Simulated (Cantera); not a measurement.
A Cantera script and what it prints.

```python
import numpy as np
import cantera as ct

gas_names = """
    H HO2 H2 H2O H2O2 O OH O2 O3 V VO VO2
""".split()
cond_names = """
    H2O(s) H2O(L) V(cr) V(L) VO(s) VO(L) V2O3(s) V2O3(L) V2O4(I) V2O4(II) V2O4(L) V2O5(s) V2O5(L)
""".split()


# ... load() reads the species with a 1 bar reference pressure and builds the phases ...
atoms = {
    'V2O3': {'V': 2, 'O': 3},
    'H2': {'H': 2},
    'H2O': {'H': 2, 'O': 1},
}
top_T = {}  # K; cautious upper limits of use, not melting points


# ... equilibrate(T, P, feed) seeds the gas with the atoms and calls Mixture.equilibrate('TP', solver="vcs", rtol=1e-11, max_steps=5000) ...
results = []
feed = {'V2O3': 1, 'H2': 280, 'H2O': 0.051}  # mol
T = 973.15  # K
P = 41  # Pa
mix = equilibrate(T, P, feed)
results.append((T, P, feed, dict(zip(mix.species_names, mix.species_moles))))
print(gas.report(threshold=1e-06))
for i in range(1, mix.n_phases):
    print(f"{mix.phase(i).name:16s} {mix.phase_moles(i):12.5e} mol")
```

Result:

```
       temperature   973.15 K
          pressure   41 Pa
           density   1.023e-05 kg/m^3
  mean mol. weight   2.0189 kg/kmol
   phase of matter   gas

                          1 kg             1 kmol
                     ---------------   ---------------
          enthalpy        9.8239e+06        1.9834e+07  J
   internal energy        5.8162e+06        1.1742e+07  J
           entropy        1.1407e+05        2.3029e+05  J/K
    Gibbs function       -1.0118e+08       -2.0427e+08  J
 heat capacity c_p             14933             30149  J/K
 heat capacity c_v             10815             21834  J/K

                      mass frac. Y      mole frac. X     chem. pot. / RT
                     ---------------   ---------------   ---------------
                H2           0.99837           0.99982           -25.238
               H2O          0.001625        0.00018211           -71.077
     [  +10 minor]        2.6771e-08        5.3618e-08

V(cr)             0.00000e+00 mol
VO(s)             0.00000e+00 mol
V2O3(s)           1.00000e+00 mol
V2O4(II)          0.00000e+00 mol
V2O5(L)           0.00000e+00 mol
```

Method: chemical equilibrium by Gibbs-energy minimisation in Cantera with the NASA 1993 tables (ideal gas, pure condensed phases). Condensed phases not in the tables: the oxides between V2O3 and V2O5 other than VO2.
